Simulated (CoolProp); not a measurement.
Vapour-liquid equilibrium of o-xylene (1) + n-undecane (2) at 232 kPa; x and y are mole fractions of (1).

The numbers come from the multi-fluid Helmholtz-energy mixture model, Zhou 2012 and Aleksandrov 2011; pair parameters Bell 2016 in CoolProp.

| x | bubble temperature (°C) | y at the bubble point | dew temperature at overall composition x (°C) | liquid density (mol/L) |
|---|---|---|---|---|
| 0.05 | [?] | 0.111 | 231.2 | 3.717 |
| 0.2 | [?] | 0.390 | 225.9 | 4.074 |
| 0.35 | 208.8 | 0.595 | 220.1 | 4.470 |
| 0.5 | 200.2 | [?] | 213.5 | 4.913 |
| 0.65 | 192.7 | 0.848 | [?] | 5.417 |
| 0.8 | [?] | 0.926 | [?] | 5.995 |
| 0.95 | 180.4 | 0.984 | [?] | 6.671 |

Task: What belongs in the gaps?

Result: 
- 0.05, bubble temperature (°C): 229.1
- 0.2, bubble temperature (°C): 218.4
- 0.5, y at the bubble point: 0.742
- 0.65, dew temperature at overall composition x (°C): 205.8
- 0.8, bubble temperature (°C): 186.2
- 0.8, dew temperature at overall composition x (°C): 196.3
- 0.95, dew temperature at overall composition x (°C): 183.9

No azeotrope shows between x = 0.05 and 0.95.

Pair parameters are fitted to limited data, so mixtures are less certain than the pure fluids.
